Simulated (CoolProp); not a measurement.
Vapour-liquid equilibrium of R152A (1) + isobutane (2) at 318.8 K; x and y are mole fractions of (1).

Values from CoolProp's multi-fluid Helmholtz-energy mixture model, Outcalt 1996 and Bücker 2006; pair parameters Bell 2016.

Problem. Give the bubble pressure and the first vapour's composition at x = 0.125, 0.5, 0.725. Is there an azeotrope?

Solution. x = 0.125: 8.111 bar, y = 0.294; x = 0.5: 10.97 bar, y = 0.614; x = 0.725: 11.46 bar, y = 0.736. y crosses x between x = 0.725 and 0.8: the model has an azeotrope there.

The pair parameters rest on a limited set of measurements; away from them the model extrapolates.
